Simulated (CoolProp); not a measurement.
Saturation properties of nitrogen (Tc = -147.0 °C, pc = 3.396 MPa, ω = 0.037).

The numbers come from the reference Helmholtz-energy equation of state, Span 2000 in CoolProp.

| T (°C) | p (MPa) | enthalpy of vaporisation (kJ/kg) | liquid cp (kJ/(kg K)) | vapour Z | vapour viscosity (µPa s) | liquid conductivity (mW/(m K)) |
|---|---|---|---|---|---|---|
| -177.65 | 0.5615 | 170.4 | 2.221 | 0.8570 | 6.98 | 109 |
| -175.15 | 0.6756 | 165.3 | 2.271 | 0.8373 | 7.23 | 104 |
| -172.55 | 0.8111 | 159.6 | 2.334 | 0.8151 | 7.49 | 98.9 |
| -169.95 | 0.9651 | 153.4 | 2.412 | 0.7911 | 7.77 | 93.8 |
| -167.45 | 1.132 | 147.0 | 2.508 | 0.7659 | 8.06 | 88.9 |
| -164.85 | 1.326 | 139.6 | 2.637 | 0.7375 | 8.39 | 83.8 |
| -162.25 | 1.544 | 131.4 | 2.809 | 0.7063 | 8.76 | 78.7 |
| -159.75 | 1.776 | 122.6 | 3.040 | 0.6732 | 9.15 | 73.8 |
| -157.15 | 2.043 | 112.1 | 3.396 | 0.6347 | 9.64 | 68.7 |
| -154.55 | 2.339 | 99.77 | 3.988 | 0.5906 | 10.2 | 63.6 |
| -152.05 | 2.652 | 85.20 | 5.113 | 0.5400 | 11.0 | 59.0 |
| -149.45 | 3.012 | 64.43 | 8.702 | 0.4710 | 12.2 | 55.5 |

It boils at -195.8 °C under 1 atm.

Viscosity comes from a separate model (Lemmon 2004). Thermal conductivity comes from a separate model (Lemmon 2004).
